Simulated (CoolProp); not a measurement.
Computed with CoolProp (reference Helmholtz-energy equation of state, Penoncello 2003).

Give the vapour pressure (MPa), enthalpy of vaporisation (kJ/kg), liquid viscosity (µPa s), liquid conductivity (mW/(m K)) of saturated CHF3 (R23) at 151.4, 188.5 K.


```
T (K)  p (MPa)  enthalpy of vaporisation (kJ/kg)  liquid viscosity (µPa s)  liquid conductivity (mW/(m K))
-----  -------  --------------------------------  ------------------------  ------------------------------
151.4  0.00495                               269                       677                             183
188.5   0.0868                               242                       319                             137
```

Viscosity comes from a separate model (Shan 2000). Thermal conductivity comes from a separate model (Shan 2000).
